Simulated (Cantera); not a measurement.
Gas mixture: 33.3 % C₂H₂, 14.1 % H₂O, 52.5 % CH₄, at 1.01 bar, frozen composition.

Cantera's kinetic-theory transport with the Lennard-Jones parameters of GRI-Mech 3.0, ideal gas; thermal conductivity in the multicomponent form. Polar gases are described roughly by these parameters. The composition is frozen, though it would react at the higher temperatures.

D: mixture-averaged diffusion coefficient of that species in the mixture.

| T (K) | ρ (kg/m³) | cp (J/kg/K) | μ (µPa s) | λ (mW/m/K) | Pr | D (cm²/s) H₂O | D (cm²/s) CH₄ | D (cm²/s) O |
|---|---|---|---|---|---|---|---|---|
| 400 | 0.599 | 2182 | 14.1 | 43.9 | 0.701 | 0.355 | (withheld) | 0.514 |
| 650 | 0.368 | 2766 | 20.8 | 82.0 | 0.703 | 0.893 | (withheld) | 1.19 |
| 900 | 0.266 | 3244 | 26.6 | 122 | 0.706 | 1.61 | (withheld) | 2.07 |
| 1150 | 0.208 | 3640 | 31.7 | 163 | 0.708 | 2.49 | (withheld) | 3.12 |
| 1400 | 0.171 | 3945 | 36.4 | 202 | 0.710 | 3.50 | (withheld) | 4.33 |
| 1650 | 0.145 | 4182 | 40.7 | 240 | 0.711 | 4.64 | (withheld) | 5.69 |
| 1900 | 0.126 | 4368 | 44.8 | 275 | 0.712 | 5.89 | (withheld) | 7.19 |
| 2150 | 0.111 | 4515 | 48.7 | 309 | 0.713 | 7.26 | (withheld) | 8.82 |

Question: What belongs in the gaps?

Answer: 
- 400, D (cm²/s) CH₄: 0.324
- 650, D (cm²/s) CH₄: 0.776
- 900, D (cm²/s) CH₄: 1.37
- 1150, D (cm²/s) CH₄: 2.08
- 1400, D (cm²/s) CH₄: 2.90
- 1650, D (cm²/s) CH₄: 3.82
- 1900, D (cm²/s) CH₄: 4.83
- 2150, D (cm²/s) CH₄: 5.94
